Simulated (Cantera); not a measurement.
Input: 1 mol BCl3, 18 mol H2O, 1 mol N2, equilibrated at 0.100 bar.

Cantera equilibrium calculation (NASA polynomials, part measured and part estimated; ideal gas, pure solids and liquids). Candidate condensed phases: B, BN, B2O3, B3O3H3, H2O, NH4Cl; 49 gas species. The tables' values for BOCl are old estimates; treat these amounts as uncertain. Gases not in the tables: H3BO3. The numbers say what is thermodynamically allowed, not how fast it happens.

x: gas mole fraction; n: condensed amount in mol.

| T (K) | x H2O | x HCl | x N2 | x HBO2 | x (HBO2)3 | n B2O3(l) |
|---|---|---|---|---|---|---|
| 775 | 0.787 | 0.148 | 0.0492 | 1.35e-7 | 0.0164 | 0 |
| 875 | 0.791 | 0.147 | 0.0491 | … | … | … |
| 975 | 0.797 | 0.147 | 0.0490 | 4.32e-5 | 0.00713 | 0.281 |
| 1075 | 0.800 | 0.147 | 0.0489 | … | … | … |
| 1175 | 0.800 | 0.146 | 0.0488 | 0.00163 | 0.00291 | 0.394 |
| 1275 | 0.797 | 0.146 | 0.0487 | 0.00639 | 0.00201 | 0.372 |
| 1375 | 0.785 | 0.145 | 0.0483 | 0.0202 | 0.00144 | 0.247 |
| 1475 | 0.763 | 0.143 | 0.0477 | 0.0455 | 0.000643 | 0 |
| 1575 | 0.761 | 0.142 | 0.0476 | 0.0472 | 4.29e-5 | 0 |
| 1675 | 0.760 | 0.142 | 0.0475 | 0.0472 | 3.66e-6 | 0 |
| 1775 | 0.758 | 0.141 | 0.0475 | 0.0470 | 4.14e-7 | 0 |
| 1875 | 0.754 | 0.139 | 0.0474 | 0.0468 | 5.95e-8 | 0 |

Question: Some entries are withheld; supply them.

Answer: 
- 1075, x HBO2: 0.000318
- 1075, x (HBO2)3: 0.00441
- 1075, n B2O3(l): 0.361
- 875, x HBO2: 3.62e-6
- 875, x (HBO2)3: 0.0125
- 875, n B2O3(l): 0.117
